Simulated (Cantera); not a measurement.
A closed system holds: 1 mol SiO2, 46 mol Cl2, 0.11 mol O2, equilibrated at 13300 Pa.

Equilibrium computed with Cantera from the NASA thermochemical tables; the gas is ideal and each condensed phase is pure. Candidate condensed phases: Si, SiO2; 15 gas species. The tables hold silica as quartz up to 1696 K and as liquid above; real silica turns to tridymite and cristobalite and melts near 1996 K. Equilibrium is a limit: real reactors are often held back by kinetics, nucleation or transport.

Problem. Which condensed phases are stable at each of these points (T (K)): 1650, 1675, 1700, 1725, 1750, 1775, 1800, 1825?

Solution. 
```csv
T (K),condensed phases,Si condensed (%)
1650,SiO2(β-quartz),96.1
1675,SiO2(β-quartz),95.4
1700,SiO2(condensed),94.8
1725,SiO2(condensed),94.1
1750,SiO2(condensed),93.5
1775,SiO2(condensed),93.0
1800,SiO2(condensed),92.4
1825,SiO2(condensed),92.0
```

From 1650 K to 1675 K the condensed part is SiO2(β-quartz). From 1700 K to 1825 K the condensed part is SiO2(condensed).
